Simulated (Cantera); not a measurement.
Cantera run:

```python
import numpy as np
import cantera as ct

gas_names = """
    N2O NO H H2O NH3
""".split()
cond_names = """
    BaO2H2(s) BaO2H2(L) Ba(cr) Ba(L) BaO(s) BaO(L)
""".split()


# ... load() reads the species with a 1 bar reference pressure and builds the phases ...
species = {s.name: s for s in load("nasa_gas.yaml", gas_names) + load("nasa_condensed.yaml", cond_names)}
# Each term lists the table entries of one substance; the one whose range holds T is used.
reactions = {
    'Ba(OH)2 + 2 N2O(g) = 4 NO(g) + Ba + 2 H(g)':
        [(-1, ['BaO2H2(s)', 'BaO2H2(L)']), (-2, ['N2O']), (4, ['NO']), (1, ['Ba(cr)', 'Ba(L)']), (2, ['H'])],
    '2 NO(g) + 3 H2O(g) + 5 Ba = 5 BaO + 2 NH3(g)':
        [(-2, ['NO']), (-3, ['H2O']), (-5, ['Ba(cr)', 'Ba(L)']), (5, ['BaO(s)', 'BaO(L)']), (2, ['NH3'])],
}


def pick(names, T):
    return next(species[n] for n in names if species[n].thermo.min_temp <= T <= species[n].thermo.max_temp)


results = []
for label, terms in reactions.items():
    print(label)
    print("     T/K   dH/kJ  dS/(J/K)   dG/kJ   log10 K")
    for T in [925, 1075, 1225, 1375, 1525, 1675, 1825, 1975]:
        used = [(nu, pick(names, T)) for nu, names in terms]
        dH = sum(nu * s.thermo.h(T) for nu, s in used) / 1e6
        dS = sum(nu * s.thermo.s(T) for nu, s in used) / 1e3
        dG = dH - T * dS / 1e3
        logK = -dG * 1e6 / (ct.gas_constant * T * np.log(10))
        results.append((label, T, dH, dS, dG, logK, [s.name for _, s in used]))
        print(f"{T:8g} {dH:8.1f} {dS:8.1f} {dG:8.1f} {logK:8.2f}")
```

It prints:

```
Ba(OH)2 + 2 N2O(g) = 4 NO(g) + Ba + 2 H(g)
     T/K   dH/kJ  dS/(J/K)   dG/kJ   log10 K
     925   1553.9    543.8   1051.0   -59.35
    1075   1556.7    546.5    969.2   -47.09
    1225   1551.5    542.0    887.6   -37.85
    1375   1546.4    538.0    806.6   -30.64
    1525   1541.2    534.5    726.2   -24.87
    1675   1536.0    531.2    646.2   -20.15
    1825   1530.8    528.2    566.8   -16.22
    1975   1525.5    525.4    487.8   -12.90
2 NO(g) + 3 H2O(g) + 5 Ba = 5 BaO + 2 NH3(g)
     T/K   dH/kJ  dS/(J/K)   dG/kJ   log10 K
     925  -2279.8   -536.6  -1783.4   100.71
    1075  -2317.9   -574.7  -1700.1    82.61
    1225  -2316.2   -573.2  -1614.0    68.82
    1375  -2313.7   -571.3  -1528.2    58.05
    1525  -2310.5   -569.1  -1442.6    49.41
    1675  -2306.7   -566.7  -1357.4    42.33
    1825  -2302.2   -564.2  -1272.6    36.42
    1975  -2297.1   -561.5  -1188.2    31.42
```

Standard-state values (1 bar) from the NASA 1993 polynomials, evaluated with Cantera. Condensed species are held in their standard states even where they would react or evaporate.
